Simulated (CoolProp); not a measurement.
Vapour-liquid equilibrium of fluoroethane (R161) (1) + R1234yf (2) at 2.19 kPa; x and y are mole fractions of (1).

Model: multi-fluid Helmholtz-energy mixture model, Wu 2012 and Lemmon 2022; pair parameters Bell 2016, in CoolProp.

| x | bubble temperature (K) | y at the bubble point | dew temperature at overall composition x (K) | liquid density (mol/L) |
|---|---|---|---|---|
| 0.05 | 181.4 | 0.098 | 181.7 | 12.72 |
| 0.2 | 179.9 | 0.331 | 180.8 | 13.43 |
| 0.35 | 178.8 | 0.502 | 179.8 | 14.22 |
| 0.5 | 177.9 | 0.634 | 178.8 | 15.07 |
| 0.65 | 177.2 | 0.746 | 177.8 | 16.02 |
| 0.8 | 176.7 | 0.851 | 176.9 | 17.07 |
| 0.95 | 176.3 | 0.960 | 176.3 | 18.24 |

No azeotrope shows between x = 0.05 and 0.95.

The pair parameters rest on a limited set of measurements; away from them the model extrapolates.
